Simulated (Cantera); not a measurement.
A Cantera script and what it prints.

```python
import numpy as np
import cantera as ct

gas_names = """
    Fe FeO Fe(OH)2 H HO2 H2 H2O H2O2 H2S H2SO4 O OH O2 O3 S SH SO SO2 SO3 S2 S2O S8
""".split()
cond_names = """
    Fe(a) Fe(c) Fe(d) Fe(L) FeO(s) FeO(L) Fe(OH)2(s) Fe(OH)3(s) FeS(a) FeS(b) FeS(c) FeS(L) FeSO4(s)
    FeS2(s) Fe2O3(s) Fe2S3O12(s) Fe3O4(s) H2O(s) H2O(L) H2SO4(L) S(cr1) S(cr2) S(L)
""".split()


# ... load() reads the species with a 1 bar reference pressure and builds the phases ...
atoms = {
    'FeS2': {'Fe': 1, 'S': 2},
    'SO2': {'S': 1, 'O': 2},
    'H2O': {'H': 2, 'O': 1},
}
top_T = {'FeSO4(s)': 950, 'FeS2(s)': 1010, 'Fe2O3(s)': 1830, 'Fe2S3O12(s)': 1100, 'Fe3O4(s)': 1870}  # K; cautious upper limits of use, not melting points


# ... equilibrate(T, P, feed) seeds the gas with the atoms and calls Mixture.equilibrate('TP', solver="vcs", rtol=1e-11, max_steps=5000) ...
results = []
feed = {'FeS2': 1, 'SO2': 0.8, 'H2O': 0.14}  # mol
T = 1400  # K
P = 46000  # Pa
mix = equilibrate(T, P, feed)
results.append((T, P, feed, dict(zip(mix.species_names, mix.species_moles))))
print(gas.report(threshold=0.0001))
for i in range(1, mix.n_phases):
    print(f"{mix.phase(i).name:16s} {mix.phase_moles(i):12.5e} mol")
```

Output:

```
       temperature   1400 K
          pressure   46000 Pa
           density   0.23643 kg/m^3
  mean mol. weight   59.828 kg/kmol
   phase of matter   gas

                          1 kg             1 kmol
                     ---------------   ---------------
          enthalpy       -1.5733e+06        -9.413e+07  J
   internal energy       -1.7679e+06       -1.0577e+08  J
           entropy            5325.4        3.1861e+05  J/K
    Gibbs function       -9.0289e+06       -5.4018e+08  J
 heat capacity c_p            828.02             49539  J/K
 heat capacity c_v            689.05             41225  J/K

                      mass frac. Y      mole frac. X     chem. pot. / RT
                     ---------------   ---------------   ---------------
                H2        0.00011169         0.0033145            -24.89
               H2O          0.025958          0.086208           -50.022
               H2S         0.0044944          0.007891           -35.645
                SH        0.00019372        0.00035049             -23.2
                SO         0.0023638         0.0029427           -35.887
               SO2           0.59428           0.55504            -61.02
                S2           0.35429           0.33058            -21.51
               S2O            0.0183          0.013666           -46.642
     [  +14 minor]        6.1976e-06        1.1157e-05

Fe(c)             0.00000e+00 mol
FeO(s)            0.00000e+00 mol
Fe(OH)2(s)        0.00000e+00 mol
Fe(OH)3(s)        0.00000e+00 mol
FeS(c)            1.00000e+00 mol
Fe2O3(s)          0.00000e+00 mol
Fe3O4(s)          0.00000e+00 mol
S(L)              0.00000e+00 mol
```

Equilibrium computed with Cantera from the NASA thermochemical tables; the gas is ideal and each condensed phase is pure. FeS: taken at fixed stoichiometry.
